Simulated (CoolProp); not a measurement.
50 sccm (0 °C, 1 atm) of nitrogen bubbles through liquid dodecamethylpentasiloxane (MD3M) at 355.1 K and leaves saturated at a total pressure of 0.0109 MPa (ideal gas phase). Each further row changes one setting.

The numbers come from the reference Helmholtz-energy equation of state, Thol 2019 in CoolProp.

| case | vapour pressure (kPa) | mole fraction of vapour | delivery (mg/min) | delivery (sccm) | change of delivery for a bath 1 K warmer (%) |
|---|---|---|---|---|---|
| as stated | 0.435 | 0.0399 | 35.7 | (withheld) | 6.3 |
| bath temperature 360.1 K | (withheld) | (withheld) | (withheld) | (withheld) | 6.1 |
| total pressure 0.0218 MPa | 0.435 | 0.0200 | (withheld) | (withheld) | 6.1 |

Fill in the missing entries.


- as stated, delivery (sccm): 2.08
- bath temperature 360.1 K, vapour pressure (kPa): 0.579
- bath temperature 360.1 K, mole fraction of vapour: 0.0531
- bath temperature 360.1 K, delivery (mg/min): 48.2
- bath temperature 360.1 K, delivery (sccm): 2.81
- total pressure 0.0218 MPa, delivery (mg/min): 17.5
- total pressure 0.0218 MPa, delivery (sccm): 1.02
